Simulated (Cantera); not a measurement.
A closed system holds: 1 mol SiH2Cl2, 19 mol NH3, 1.3 mol N2, at 0.285 Torr.

Method: chemical equilibrium by Gibbs-energy minimisation in Cantera with the NASA 1993 tables (ideal gas, pure condensed phases). Candidate condensed phases: NH4Cl, Si, Si3N4; 28 gas species. The tables' values for SiCl are old estimates; treat these amounts as uncertain. Rates play no part. All values below are at 1650 K.

Base state: H2 0.693, N2 0.261, HCl 0.0352, SiCl2 0.00637, H 0.00388, Si 0.000705, Cl 0.000155, SiCl 0.000133 (mole fractions); condensed: Si(s).

What changes in the equilibrium state with this change: pressure from 0.285 Torr to 1.05 Torr?


| species | before | after |
|---|---|---|
| H2 | 0.693 | 0.695 |
| N2 | 0.261 | 0.261 |
| HCl | 0.0352 | 0.0354 |
| H | 0.00388 | 0.00202 |
| Si | 0.000705 | 0.000191 |
| SiCl2 | 0.00637 | 0.00640 |
| SiCl3 | 5.47e-6 | 1.06e-5 |
| SiH | 2.09e-5 | 1.09e-5 |
| Si(s), mol | 0.699 | 0.723 |
The tables' values for SiCl, SiCl3 are old estimates; treat these amounts as uncertain.

What changes in the equilibrium state with this change: pressure from 0.285 Torr to 0.0450 Torr?


```csv
species,before,after
H2,0.693,0.685
N2,0.261,0.259
HCl,0.0352,0.0347
H,0.00388,0.00971
Si,0.000705,0.00446
SiCl2,0.00637,0.00626
Si2,2.38e-6,1.51e-5
SiN,5.04e-6,1.26e-5
Si2N,8.88e-6,2.23e-5
SiH,2.09e-5,5.23e-5
Cl,0.000155,0.000386
"Si(s), mol",0.699,0.532
```
The tables' values for SiCl, SiN are old estimates; treat these amounts as uncertain.
